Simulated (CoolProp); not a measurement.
Vapour-liquid equilibrium of CH2F2 (R32) (1) + R134a (2) at 0.435 MPa; x and y are mole fractions of (1).

Values from CoolProp's multi-fluid Helmholtz-energy mixture model, Tillner-Roth 1997 and Tillner-Roth 1994; pair parameters Lemmon 2004.

```json
[
 {"x": "0.05", "bubble temperature, mixture model (°C)": "9.1", "bubble temperature, Raoult's law (°C)": "9.0", "y, mixture model": "0.114", "y, Raoult's law": "0.124"},
 {"x": "0.15", "bubble temperature, mixture model (°C)": "4.8", "bubble temperature, Raoult's law (°C)": "4.7", "y, mixture model": "0.303", "y, Raoult's law": "0.325"},
 {"x": "0.25", "bubble temperature, mixture model (°C)": "1.0", "bubble temperature, Raoult's law (°C)": "0.8", "y, mixture model": "0.453", "y, Raoult's law": "0.480"},
 {"x": "0.35", "bubble temperature, mixture model (°C)": "-2.4", "bubble temperature, Raoult's law (°C)": "-2.6", "y, mixture model": "0.573", "y, Raoult's law": "0.602"},
 {"x": "0.45", "bubble temperature, mixture model (°C)": "-5.4", "bubble temperature, Raoult's law (°C)": "-5.6", "y, mixture model": "0.672", "y, Raoult's law": "0.700"},
 {"x": "0.55", "bubble temperature, mixture model (°C)": "-8.2", "bubble temperature, Raoult's law (°C)": "-8.4", "y, mixture model": "0.755", "y, Raoult's law": "0.779"},
 {"x": "0.65", "bubble temperature, mixture model (°C)": "-10.7", "bubble temperature, Raoult's law (°C)": "-10.9", "y, mixture model": "0.824", "y, Raoult's law": "0.844"},
 {"x": "0.75", "bubble temperature, mixture model (°C)": "-13.0", "bubble temperature, Raoult's law (°C)": "-13.2", "y, mixture model": "0.884", "y, Raoult's law": "0.898"},
 {"x": "0.85", "bubble temperature, mixture model (°C)": "-15.2", "bubble temperature, Raoult's law (°C)": "-15.3", "y, mixture model": "0.935", "y, Raoult's law": "0.944"},
 {"x": "0.95", "bubble temperature, mixture model (°C)": "-17.2", "bubble temperature, Raoult's law (°C)": "-17.2", "y, mixture model": "0.980", "y, Raoult's law": "0.983"}
]
```

The largest gap from Raoult's law is +0.2 K in bubble temperature, at x = 0.55. No azeotrope shows between x = 0.05 and 0.95.

Pair parameters are fitted to limited data, so mixtures are less certain than the pure fluids.
